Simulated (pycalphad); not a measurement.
**Freezing of Si-Ti alloys with rising Ti**

All values are pycalphad results on the COST 507 light-alloy database (1999) (1 atm), not direct measurements. The database dates from 1999; later assessments differ in places, in temperatures and in the compounds included. Amounts are mole fractions of atoms.

Scheil-Gulliver runs (no diffusion in the solid, steps of 4 K) beside full equilibrium.

```json
[
 {"alloy": "Si-24.2Ti (at.%)", "liquidus (K)": "1687", "Scheil, half solid (K)": "at the invariant end", "Scheil, 80 % solid (K)": "at the invariant end", "Scheil, invariant end (K)": "1604", "liquid left at that end": "0.62", "equilibrium solidus (K)": "1604"},
 {"alloy": "Si-48.4Ti (at.%)", "liquidus (K)": "2147", "Scheil, half solid (K)": "1917", "Scheil, 80 % solid (K)": "at the invariant end", "Scheil, invariant end (K)": "1747", "liquid left at that end": "0.34", "equilibrium solidus (K)": "1747"},
 {"alloy": "Si-72.6Ti (at.%)", "liquidus (K)": "[?]", "Scheil, half solid (K)": "[?]", "Scheil, 80 % solid (K)": "at the invariant end", "Scheil, invariant end (K)": "[?]", "liquid left at that end": "[?]", "equilibrium solidus (K)": "[?]"}
]
```

**Question.** Complete the blanks.

**Answer.** 
- Si-72.6Ti (at.%), liquidus (K): 2224
- Si-72.6Ti (at.%), Scheil, half solid (K): 1833
- Si-72.6Ti (at.%), Scheil, invariant end (K): 1613
- Si-72.6Ti (at.%), liquid left at that end: 0.40
- Si-72.6Ti (at.%), equilibrium solidus (K): 1613
